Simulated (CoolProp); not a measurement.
Vapour-liquid equilibrium of isobutene (1) + acetone (2) at 386.1 K; x and y are mole fractions of (1).

Values from CoolProp's multi-fluid Helmholtz-energy mixture model, Lemmon 2005 and Lemmon 2006; pair parameters Bell 2016.

Give the bubble pressure and the first vapour's composition at x = 0.15, 0.35, 0.45. Is there an azeotrope?

x = 0.15: 9.529 bar, y = 0.485; x = 0.35: 14.05 bar, y = 0.684; x = 0.45: 15.79 bar, y = 0.737. No azeotrope shows between x = 0.05 and 0.95.

The pair parameters rest on a limited set of measurements; away from them the model extrapolates.
